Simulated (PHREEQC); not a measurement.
1 kg of water holding 0.0057 mol/kgw KCl, 0.014 mol/kgw Na2CO3, 0.021 mol/kgw Na2SO4, 0.044 mol/kgw NaCl and 0.6 mol/kgw NaHCO3 is evaporated at 25 °C; the solids stay in contact with the brine. The system is closed to CO2. Solids allowed: Arcanite, Burkeite, Glaserite, Halite, Kalicinite, Mirabilite, Misenite, Nahcolite, Natron, Sylvite, Thenardite, Trona. Others were left out.

Computed with PHREEQC (Pitzer model, pitzer.dat).

Task: Predict ionic strength at water left (kg) = 0.171, 0.07798, 0.04324.

Result: 
```tsv
water left (kg)	ionic strength
0.171	1.94
0.07798	2.84
0.04324	4.26
```

Species that the database lacks are ignored.
